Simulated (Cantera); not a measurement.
**Carbothermic reduction: Cu₂O + C + CO**

A closed system holds: 1 mol Cu₂O, 6 mol C, 0.71 mol CO, equilibrated at 0.00133 bar.

Cantera equilibrium calculation (NASA polynomials, part measured and part estimated; ideal gas, pure solids and liquids). Candidate condensed phases: C, Cu, CuO, Cu₂O; 15 gas species. The numbers say what is thermodynamically allowed, not how fast it happens.

| T (K) | x CO | x Cu | x Cu₂ | x CO₂ | x C | n C(graphite) | n Cu(s) | n Cu(l) |
|---|---|---|---|---|---|---|---|---|
| 1075 | 1.000 | 1.92e-7 | 1.07e-12 | 0.000181 | <1e-12 | 5.00 | 2.00 | 0 |
| 1175 | 1.000 | 4.54e-6 | 9.59e-11 | 3.61e-5 | <1e-12 | 5.00 | 2.00 | 0 |
| 1275 | 1.000 | 6.49e-5 | 4.16e-9 | 9.35e-6 | <1e-12 | 5.00 | 2.00 | 0 |
| 1375 | 0.999 | 0.000617 | 9.95e-8 | 2.96e-6 | <1e-12 | 5.00 | 0 | 2.00 |
| 1475 | 0.996 | 0.00402 | 1.34e-6 | 1.10e-6 | <1e-12 | 5.00 | 0 | 1.99 |
| 1575 | 0.979 | 0.0205 | 1.27e-5 | 4.53e-7 | <1e-12 | 5.00 | 0 | 1.96 |
| 1675 | 0.914 | 0.0856 | 9.14e-5 | 1.87e-7 | 5.29e-12 | 5.00 | 0 | 1.84 |
| 1775 | 0.697 | 0.303 | 0.000520 | 5.62e-8 | 9.65e-11 | 5.00 | 0 | 1.25 |
| 1875 | 0.461 | 0.538 | 0.000811 | 1.38e-8 | 1.29e-9 | 5.00 | 0 | 0 |
| 1975 | 0.461 | 0.538 | 0.000431 | 8.18e-9 | 1.32e-8 | 5.00 | 0 | 0 |
x: gas mole fraction; n: condensed amount in mol.

From 1075 K to 1275 K the condensed part is C(graphite) + Cu(s). From 1375 K to 1775 K the condensed part is C(graphite) + Cu(l). From 1875 K to 1975 K the condensed part is C(graphite). The main Cu-bearing gas is Cu throughout.
